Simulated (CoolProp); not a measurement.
The fluid at 355.37 K and 2.05 MPa expands adiabatically to 0.25 MPa with isentropic efficiency 0.9. The same conditions are run with several fluids, on thermodynamics alone (safety and materials aside).

Computed with CoolProp (reference Helmholtz-energy equation of state of each fluid (nitrogen: Span 2000; R1132(E): Akasaka 2024; oxygen: Schmidt 1985; dry air: Lemmon 2000; hydrogen sulfide: Lemmon 2006)). Blends and air are pseudo-pure fits.

```
fluid             work (kJ/kg)  final temperature (K)                       final phase  final density (kg/m³)
----------------  ------------  ---------------------  --------------------------------  ---------------------
nitrogen                   149                  209.9                               gas                   4.03
R1132(E)                  68.1                      ?                               gas                      ?
oxygen                       ?                  210.5                               gas                   4.60
dry air                      ?                      ?                               gas                   4.17
hydrogen sulfide             ?                      ?  two-phase, vapour fraction 0.973                   4.73
```

Fill in the missing entries.


- R1132(E), final temperature (K): 265.8
- R1132(E), final density (kg/m³): 7.57
- oxygen, work (kJ/kg): 131
- dry air, work (kJ/kg): 144
- dry air, final temperature (K): 209.7
- hydrogen sulfide, work (kJ/kg): 119
- hydrogen sulfide, final temperature (K): 232.5

Above 300 K oxygen's equation is extrapolated.
